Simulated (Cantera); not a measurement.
Input (Python, Cantera):

```python
import numpy as np
import cantera as ct

gas = ct.Solution("gri30.yaml")


def delay(T, t_max=10):
    gas.TPX = T, 31000, {'CH4': 1, 'O2': 4.17, 'N2': 15.7, 'C2H6': 0.24}
    reactor = ct.IdealGasReactor(gas, clone=False)
    net = ct.ReactorNet([reactor])
    net.rtol, net.atol = 1e-8, 1e-16
    while net.time < t_max:
        t_old, T_old = net.time, reactor.T
        net.step()
        if reactor.T > T + 400:  # ignition: a rise of 400 K
            return t_old + (T + 400 - T_old) / (reactor.T - T_old) * (net.time - t_old)
    return np.nan


taus = []
for T in [1025, 1100, 1175, 1250, 1325, 1400, 1475]:
    taus.append(delay(T))
    print(f"T0 = {T:6g} K   tau = {taus[-1]:.4e} s")
```

It prints:

```
T0 =   1025 K   tau = 1.6610e-01 s
T0 =   1100 K   tau = 2.9222e-02 s
T0 =   1175 K   tau = 7.3651e-03 s
T0 =   1250 K   tau = 2.6763e-03 s
T0 =   1325 K   tau = 1.2258e-03 s
T0 =   1400 K   tau = 6.3972e-04 s
T0 =   1475 K   tau = 3.6149e-04 s
```

Model: GRI-Mech 3.0 (53 species, 325 reactions), integrated in Cantera.
